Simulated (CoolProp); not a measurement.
Hydrogen chloride along the isotherm -10.55 °C: fugacity coefficient from the reference equation and from simpler models built on Tc = 51.5 °C, pc = 8.314 MPa, ω = 0.130; each cubic takes its own stable root.

Values from CoolProp's reference Helmholtz-energy equation of state, Thol 2018.

| p (MPa) | phase | reference |
|---|---|---|
| 5.2 | liquid | 0.3278 |
| 10.4 | liquid | 0.1789 |
| 15.6 | liquid | 0.1300 |
| 20.8 | liquid | 0.1062 |
| 26 | liquid | 0.09240 |
| 31.2 | liquid | 0.08367 |
| 36.4 | liquid | 0.07786 |
| 41.6 | liquid | 0.07391 |

### Question
How far does each simpler model (van der Waals, Redlich-Kwong, Soave-Redlich-Kwong, Peng-Robinson) lie from the reference over these 8 states: mean and median of the absolute difference, and the worst?

### Answer
- van der Waals: mean 100.7 %, median 100.3 %, worst +136.5 % at -10.55 °C and 41.6 MPa
- Redlich-Kwong: mean 21.4 %, median 21.5 %, worst +27.0 % at -10.55 °C and 41.6 MPa
- Soave-Redlich-Kwong: mean 10.3 %, median 10.4 %, worst +15.0 % at -10.55 °C and 41.6 MPa
- Peng-Robinson: mean 3.3 %, median 3.3 %, worst +3.8 % at -10.55 °C and 41.6 MPa
